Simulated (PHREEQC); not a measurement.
## Spent oxide etchant

Solution (20 °C): 0.29 mol NH4HF2, 3.2e-05 mol (NH4)2SiF6 and 0.12 mol HCl per kg of water. Closed to the air; pH follows from the charge balance.

The numbers come from PHREEQC with the ion-association model, phreeqc.dat.

| Quantity | Value |
|---|---|
| pH | 2.36 |
| ionic strength | 0.296 mol/kgw |
| activity of water | 0.985 |
| density | 1.006 g/cm³ |
| total alkalinity | -410 meq/kg |

| species | molality | activity | log γ |
|---|---|---|---|
| HF | 0.311 | 0.333 | 0.030 |
| NH4+ | 0.290 | 0.187 | -0.190 |
| Cl- | 0.120 | 0.0827 | -0.162 |
| HF2- | 0.0931 | 0.0685 | -0.133 |
| F- | 0.0825 | 0.0558 | -0.169 |
| H+ | 0.00555 | 0.00435 | -0.106 |
| SiF6-2 | 3.20e-5 | 8.38e-6 | -0.582 |
| NH3 | 1.60e-8 | 1.71e-8 | 0.030 |

Precipitation was switched off in this run. SiF6-2 is the database's only silicon fluoride.
